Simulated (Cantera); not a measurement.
Pb + CO + N₂ + O₂ (metals in furnace atmospheres)

Input: 1 mol Pb, 0.18 mol CO, 7.7 mol N₂, 0.52 mol O₂, equilibrated at 900 K and 6.70 mbar.

Equilibrium computed with Cantera from the NASA thermochemical tables; the gas is ideal and each condensed phase is pure. Candidate condensed phases: C, Pb, PbO, PbO₂, Pb₃O₄; 27 gas species. Kinetics and transport are ignored.

```
Item                                        Value
--------------------------------------  ---------
x(N₂)                                       0.977
x(CO₂)                                     0.0228
x(Pb)                                    0.000204
x(PbO)                                    1.11e-6
n(Pb(l))                                0.138 mol
n(PbO(yellow))                          0.860 mol
gas amount                              7.882 mol
log10 activity of PbO₂(s) (absent)          -9.32
log10 activity of C(graphite) (absent)     -11.79
```
